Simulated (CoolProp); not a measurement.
Vapour-liquid equilibrium of n-hexane (1) + o-xylene (2) at 470.3 K; x and y are mole fractions of (1).

Computed with CoolProp (multi-fluid Helmholtz-energy mixture model, Thol 2019 and Zhou 2012; pair parameters Bell 2016).

```tsv
x	bubble pressure (bar)	y at the bubble point	dew pressure at overall composition x (bar)	liquid density (mol/L)
0.05	4.118	0.191	3.583	6.681
0.15	5.482	0.430	3.947	6.570
0.25	6.815	0.574	4.389	6.451
0.35	8.123	0.673	4.938	6.325
0.45	9.417	0.746	5.636	6.188
0.55	10.71	0.804	6.549	6.040
0.65	12.03	0.853	7.782	5.878
0.75	13.39	0.897	9.503	5.698
0.85	14.84	0.938	11.95	5.495
0.95	16.41	0.979	15.29	5.258
```

No azeotrope shows between x = 0.05 and 0.95.

The pair parameters rest on a limited set of measurements; away from them the model extrapolates.
